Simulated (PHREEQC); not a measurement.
Make-up at 74 °C: 0.28 mol/kgw RbOH, 0.0027 mol/kgw NaNO3 and 3.2e-06 mol/kgw CaSO4. Closed to the air; pH follows from the charge balance.

The numbers come from PHREEQC with the ion-association model, wateq4f.dat.

Each row changes one thing in this solution. No solid was allowed to form.

| case | pH | CaSO4 (mol/kgw) | SI of Portlandite (Ca(OH)2) | SI of Gypsum (CaSO4:2H2O) |
|---|---|---|---|---|
| as made | 12.00 | 1.58e-10 | -1.71 | -7.54 |
| NaNO3 replaced by HNO3 at the same molality | 11.99 | 1.59e-10 | ___ | -7.54 |
| NaNO3 from 0.0027 to 0.00405 mol/kgw | 12.00 | ___ | -1.71 | -7.54 |
| RbOH from 0.28 to 0.308 mol/kgw | 12.03 | 1.46e-10 | ___ | -7.57 |
| RbOH from 0.28 to 0.056 mol/kgw | 11.37 | 4.96e-10 | -2.73 | -7.06 |
| RbOH replaced by RbCl at the same molality | 6.33 | 1.67e-10 | -13.02 | -7.52 |

**Question.** What belongs in the gaps?

**Answer.** 
- NaNO3 replaced by HNO3 at the same molality, SI of Portlandite (Ca(OH)2): -1.72
- NaNO3 from 0.0027 to 0.00405 mol/kgw, CaSO4 (mol/kgw): 1.57e-10
- RbOH from 0.28 to 0.308 mol/kgw, SI of Portlandite (Ca(OH)2): -1.65

Away from 25 °C the constants follow the database's enthalpies or fits; those with neither stay at their 25 °C values.
